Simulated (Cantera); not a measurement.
Charge: 1 mol SiF₄, 0.07 mol CH₄, 61 mol H₂, 0.78 mol C₂H₄, held at 2550 K and 10.0 Torr.

Method: chemical equilibrium by Gibbs-energy minimisation in Cantera with the NASA 1993 tables (ideal gas, pure condensed phases). Candidate condensed phases: C, C₆H₆, C₇H₈, C₈H₁₈, Si, SiC; 113 gas species. The tables' values for SiF, SiF₂, SiF₃ are old estimates; treat these amounts as uncertain. Gases not in the tables: Si₂H₆ and higher silanes. Equilibrium is a limit: real reactors are often held back by kinetics, nucleation or transport.

Base state: H₂ 0.701, H 0.226, HF 0.0502, Si 0.00837, C₂H₂ (acetylene) 0.00832, SiC₂ 0.00223, SiF 0.00130, SiF₂ 0.00121 (mole fractions); condensed: gas only.

Task: What changes in the equilibrium state with this change: temperature from 2550 K to 1523.15 K?

Result: 
```json
[
 {"species": "H₂", "before": "0.701", "after": "0.973"},
 {"species": "HF", "before": "0.0502", "after": "0.0132"},
 {"species": "SiF₄", "before": "2.54e-7", "after": "0.00973"},
 {"species": "H", "before": "0.226", "after": "0.000198"},
 {"species": "SiC₂", "before": "0.00223", "after": "<1e-9"},
 {"species": "Si", "before": "0.00837", "after": "1.08e-8"},
 {"species": "C₂H", "before": "0.000214", "after": "<1e-9"},
 {"species": "Si₂C", "before": "7.77e-5", "after": "<1e-9"},
 {"species": "C(graphite), mol", "before": "0", "after": "1.48"},
 {"species": "SiC(s), mol", "before": "0", "after": "0.147"}
]
```
The tables' values for SiF₃, SiF₂ are old estimates; treat these amounts as uncertain.
